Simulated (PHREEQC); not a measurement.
# Acid rinse or clean: speciation

Dissolve 0.012 mol HF, 0.00011 mol CaCl2 and 5.6e-05 mol MnSO4 per kg of water at 40 °C. Closed to the air; pH follows from the charge balance.

All values are PHREEQC results (ion-association model, wateq4f.dat), not measurements.

This is a speciation only: nothing precipitates in the calculation.

### Question
Estimate the pH.

### Answer
pH 2.65.

### Question
In which forms is F present?

### Answer
HF 78 %, F- 19 %, H2F2 2.2 %, HF2- 1.5 % of the F.

Saturation is exceeded, for instance for Fluorite; the values hold only as long as no solid forms. Species that the database lacks are ignored. Constants without temperature data keep their 25 °C values here.
